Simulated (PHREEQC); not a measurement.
H3PO4 is added in steps, without added water, to 1 kg of water holding 0.00034 mol/kgw CaSO4, 0.045 mol/kgw NaF and 0.00018 mol/kgw KCl, at 20 °C. O2 is buffered at 0.21 atm. The system is closed to CO2. The run lets Gypsum, Fluorite, Portlandite, Hydroxyapatite, Fluorapatite, Halite, Mirabilite precipitate or redissolve, and no other solid.

Base run: PHREEQC, ion-association model, wateq4f.dat. Each further column changes one thing. The table gives Ca in solution (mol/kgw).

```json
[
 {"H3PO4 added (mol)": "0", "base": "4.11e-8", "all activity coefficients set to 1": "1.62e-8", "metal-ligand complexes left out": "3.41e-8", "Debye-Hückel limiting law": "5.72e-8", "database phreeqc.dat": "3.54e-8"},
 {"H3PO4 added (mol)": "0.0075", "base": "6.43e-8", "all activity coefficients set to 1": "2.62e-8", "metal-ligand complexes left out": "5.09e-8", "Debye-Hückel limiting law": "8.86e-8", "database phreeqc.dat": "5.74e-8"},
 {"H3PO4 added (mol)": "0.015", "base": "1.05e-7", "all activity coefficients set to 1": "4.39e-8", "metal-ligand complexes left out": "7.95e-8", "Debye-Hückel limiting law": "1.43e-7", "database phreeqc.dat": "9.60e-8"},
 {"H3PO4 added (mol)": "0.03", "base": "3.10e-7", "all activity coefficients set to 1": "1.38e-7", "metal-ligand complexes left out": "[?]", "Debye-Hückel limiting law": "4.19e-7", "database phreeqc.dat": "[?]"},
 {"H3PO4 added (mol)": "0.0375", "base": "5.42e-7", "all activity coefficients set to 1": "2.49e-7", "metal-ligand complexes left out": "3.75e-7", "Debye-Hückel limiting law": "7.30e-7", "database phreeqc.dat": "4.90e-7"},
 {"H3PO4 added (mol)": "0.045", "base": "9.16e-7", "all activity coefficients set to 1": "4.34e-7", "metal-ligand complexes left out": "6.24e-7", "Debye-Hückel limiting law": "1.23e-6", "database phreeqc.dat": "7.99e-7"},
 {"H3PO4 added (mol)": "0.0525", "base": "1.47e-6", "all activity coefficients set to 1": "7.11e-7", "metal-ligand complexes left out": "9.85e-7", "Debye-Hückel limiting law": "1.98e-6", "database phreeqc.dat": "1.23e-6"},
 {"H3PO4 added (mol)": "0.0675", "base": "3.15e-6", "all activity coefficients set to 1": "1.58e-6", "metal-ligand complexes left out": "2.07e-6", "Debye-Hückel limiting law": "4.26e-6", "database phreeqc.dat": "2.49e-6"},
 {"H3PO4 added (mol)": "0.075", "base": "4.28e-6", "all activity coefficients set to 1": "2.17e-6", "metal-ligand complexes left out": "2.79e-6", "Debye-Hückel limiting law": "5.81e-6", "database phreeqc.dat": "[?]"},
 {"H3PO4 added (mol)": "0.0825", "base": "5.59e-6", "all activity coefficients set to 1": "2.86e-6", "metal-ligand complexes left out": "3.61e-6", "Debye-Hückel limiting law": "7.62e-6", "database phreeqc.dat": "4.24e-6"},
 {"H3PO4 added (mol)": "0.09", "base": "7.08e-6", "all activity coefficients set to 1": "3.64e-6", "metal-ligand complexes left out": "4.54e-6", "Debye-Hückel limiting law": "9.67e-6", "database phreeqc.dat": "5.30e-6"},
 {"H3PO4 added (mol)": "0.105", "base": "1.05e-5", "all activity coefficients set to 1": "5.49e-6", "metal-ligand complexes left out": "6.68e-6", "Debye-Hückel limiting law": "1.45e-5", "database phreeqc.dat": "7.73e-6"},
 {"H3PO4 added (mol)": "0.1125", "base": "1.25e-5", "all activity coefficients set to 1": "6.54e-6", "metal-ligand complexes left out": "7.88e-6", "Debye-Hückel limiting law": "1.73e-5", "database phreeqc.dat": "9.09e-6"},
 {"H3PO4 added (mol)": "0.12", "base": "1.46e-5", "all activity coefficients set to 1": "7.67e-6", "metal-ligand complexes left out": "9.16e-6", "Debye-Hückel limiting law": "2.02e-5", "database phreeqc.dat": "1.06e-5"}
]
```

What belongs in the gaps?


- 0.03, metal-ligand complexes left out: 2.20e-7
- 0.03, database phreeqc.dat: 2.87e-7
- 0.075, database phreeqc.dat: 3.30e-6

wateq4f.dat counts part of the HF as a dimer, H2F2, which phreeqc.dat doesn't know; its constant is uncertain. H3PO4, which wateq4f.dat lacks, is added to it with the constant of phreeqc.dat.  phreeqc.dat and wateq4f.dat share most of their constants, so their agreement is no independent check. Solids allowed in the column 'database phreeqc.dat': Gypsum, Hydroxyapatite, Fluorite, Halite, Sylvite.
